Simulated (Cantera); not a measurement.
A perfectly stirred reactor is fed with CO : H2 : CH4 : O2 : N2 = 1 : 0.045 : 0.18 : 0.929 : 3.49 (molar parts), equivalence ratio 0.95, at 1000000 Pa; it is adiabatic with a 425 K inlet, and is followed from long to short residence time, starting on the burning branch (τ in s: 0.031, 0.012, 0.0047, 0.0018, 0.0007, 0.00027, 0.0001, 4.1e-05, 1.6e-05).

Detailed kinetics in Cantera: GRI-Mech 3.0 (53 species, 325 reactions).

Q: Predict: blow-out, bracketed by the residence times tried; x(CO) at τ = 31.0 ms; x(H2) at τ = 31.0 ms; x(CH4) at τ = 31.0 ms; x(NO2) at τ = 31.0 ms; x(CO) at τ = 0.700 ms; x(H2) at τ = 0.700 ms; x(CH4) at τ = 0.700 ms; x(NO2) at τ = 0.700 ms.

A: 
```
Quantity                                                                          Result
------------------------------------------------  --------------------------------------
blow-out, bracketed by the residence times tried  burning at 16.0 µs, the shortest tried
x(CO) at τ = 31.0 ms                                                              0.0152
x(H2) at τ = 31.0 ms                                                            0.000901
x(CH4) at τ = 31.0 ms                                                            4.69e-7
x(NO2) at τ = 31.0 ms                                                            3.12e-6
x(CO) at τ = 0.700 ms                                                             0.0262
x(H2) at τ = 0.700 ms                                                            0.00155
x(CH4) at τ = 0.700 ms                                                           1.30e-5
x(NO2) at τ = 0.700 ms                                                           9.14e-7
```
